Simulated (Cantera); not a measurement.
Input: 1 mol CuF2, 0.035 mol HF, 42 mol H2, 1.7 mol O2, at 702 °C and 1.33 mbar.

These are equilibrium values from Cantera (NASA tables, ideal gas, pure condensed phases), not measurements of a reactor. Candidate condensed phases: Cu, CuF2, CuO, Cu(OH)2, Cu2O, H2O; 27 gas species. The numbers say what is thermodynamically allowed, not how fast it happens.

Base state: H2 0.874, H2O 0.0790, HF 0.0473 (mole fractions); condensed: Cu(s).

Problem. What changes in the equilibrium state with this change: O2 from 1.7 to 0.42 mol?

Solution. 
```tsv
species	before	after
H2	0.874	0.933
HF	0.0473	0.0473
H2O	0.0790	0.0195
Cu(s), mol	1.00	1.00
```

Problem. What changes in the equilibrium state with this change: H2 from 42 to 0.54 mol?

Solution. 
| species | before | after |
|---|---|---|
| O2 | <1e-9 | 0.559 |
| HF | 0.0473 | 0.436 |
| CuF2 | <1e-9 | 0.00412 |
| H2 | 0.874 | <1e-9 |
| H2O | 0.0790 | 2.02e-6 |
| CuF | <1e-9 | 0.000406 |
| Cu(s), mol | 1.00 | 0 |
| CuF2(s), mol | 0 | 0.449 |
| CuO(s), mol | 0 | 0.539 |
